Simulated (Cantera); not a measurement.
A freely propagating, adiabatic, planar premixed flame of H₂ : O₂ : N₂ = 1 : 0.238 : 0.895 (molar parts), unburnt at 550 K and 0.109 atm; mixture-averaged transport, grid criteria slope 0.08 and curve 0.16, no radiation.

Computed with Cantera and the H2/O2 subset of GRI-Mech 3.0, which has no nitrogen chemistry. Burning velocities carry a grid error of a few per cent, more on coarse grids.

### Question
Predict: laminar burning velocity; thermal thickness; peak x(H); peak x(O); peak x(H₂O₂).

### Answer
* **laminar burning velocity**: 567 cm/s
* **thermal thickness**: 7.64 mm
* **peak x(H)**: 0.132
* **peak x(O)**: 0.00458
* **peak x(H₂O₂)**: 7.29e-7
